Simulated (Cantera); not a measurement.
Charge: 1 mol Si2H6, 0.17 mol CO2, at 1823.15 K and 58.0 Pa.

Equilibrium computed with Cantera from the NASA thermochemical tables; the gas is ideal and each condensed phase is pure. Candidate condensed phases: C, C6H6, C7H8, C8H18, H2O, Si, SiC, SiO2; 123 gas species. The feed counts by its element totals alone. Mutual solubility and eutectic melting of coexisting phases are not modelled. Gases not in the tables: Si2H6 and higher silanes. Equilibrium is a limit: real reactors are often held back by kinetics, nucleation or transport.

Q: What is the equilibrium state?

A: 
| Property | Result |
|---|---|
| x(H2) | 0.875 |
| x(SiO) | 0.0894 |
| x(H) | 0.0168 |
| x(CO) | 0.0108 |
| x(Si) | 0.00764 |
| x(SiH) | 0.000184 |
| x(Si2C) | 9.16e-5 |
| x(Si2) | 4.94e-5 |
| x(SiH2) | 3.08e-5 |
| n(Si(l)) | 1.54 mol |
| n(SiC(s)) | 0.133 mol |
| gas amount | 3.395 mol |
| log10 activity of C(graphite) (absent) | -1.57 |
